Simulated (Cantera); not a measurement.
Feed: 1 mol CH₃Cl, 0.19 mol Si, a varied amount of H₂, held at 575 °C and 3.20 mbar.

Method: chemical equilibrium by Gibbs-energy minimisation in Cantera with the NASA 1993 tables (ideal gas, pure condensed phases). Candidate condensed phases: C, C₆H₆, C₇H₈, C₈H₁₈, Si, SiC; 109 gas species. The tables' values for SiCl₃ are old estimates; treat these amounts as uncertain. Kinetics and transport are ignored.

log p: log10 of the partial pressure in bar; n: condensed amount in mol.

| n(H₂) (mol) | log p H₂ | log p HCl | log p SiCl₄ | log p CH₄ | n C(graphite) | n SiC(s) |
|---|---|---|---|---|---|---|
| 0.4 | -2.59 | -3.45 | -3.57 | -5.37 | 0.997 | ? |
| 0.68 | -2.58 | -3.50 | -3.62 | -5.35 | 0.996 | ? |
| 1.2 | -2.57 | -3.52 | -3.73 | -5.33 | 0.985 | ? |
| 2 | -2.56 | -3.55 | -3.86 | -5.31 | 0.971 | ? |
| 3.3 | -2.55 | -3.59 | -4.05 | -5.28 | 0.949 | ? |
| 5.7 | -2.53 | -3.65 | -4.31 | -5.26 | 0.916 | ? |
| 9.6 | -2.53 | -3.73 | -4.65 | -5.24 | 0.873 | ? |

### Question
What belongs in the gaps?

### Answer

- 0.4, n SiC(s): 0
- 0.68, n SiC(s): 0.000650
- 1.2, n SiC(s): 0.0101
- 2, n SiC(s): 0.0234
- 3.3, n SiC(s): 0.0424
- 5.7, n SiC(s): 0.0714
- 9.6, n SiC(s): 0.106
